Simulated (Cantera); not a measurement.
# Catalytic combustion on Pt

An isothermal plug-flow reactor at 1175 K and 0.500 bar (inlet), inlet velocity 0.081 m/s, active area per volume 210 1/m; feed 0.346 % CH₄, 19.3 % O₂, 80.3 % N₂, equivalence ratio 0.036.

Cantera simulation using Deutschmann's 1995 Pt surface mechanism with GRI-Mech 3.0 gas chemistry; the numbers are that mechanism's predictions, not measurements. Catalytic surfaces can have several steady states; this one follows from the mechanism file's or the stated starting coverage. Mass transfer to the wall is taken as infinitely fast.

| z (m) | x CH₄ | x O₂ | x H₂O | x CO₂ | x CO | θ free Pt | θ O* |
|---|---|---|---|---|---|---|---|
| 5e-05 | 0.00329 | 0.193 | 0.000324 | 0.000157 | 3.91e-6 | 0.395 | 0.605 |
| 0.00011 | 0.00311 | 0.193 | 0.000693 | 0.000341 | 3.70e-6 | 0.395 | 0.605 |
| 0.00023 | 0.00276 | 0.192 | 0.00137 | 0.000678 | 3.31e-6 | 0.395 | 0.605 |
| 0.0005 | 0.00210 | 0.191 | 0.00265 | 0.00131 | 2.63e-6 | 0.395 | 0.604 |
| 0.0011 | 0.00113 | 0.189 | 0.00454 | 0.00223 | 1.71e-6 | 0.396 | 0.604 |
| 0.0023 | 0.000316 | 0.187 | 0.00617 | 0.00305 | 7.85e-7 | 0.396 | 0.603 |
| 0.005 | 1.74e-5 | 0.186 | 0.00683 | 0.00340 | 1.06e-7 | 0.396 | 0.603 |
x: gas mole fraction; θ: surface coverage.
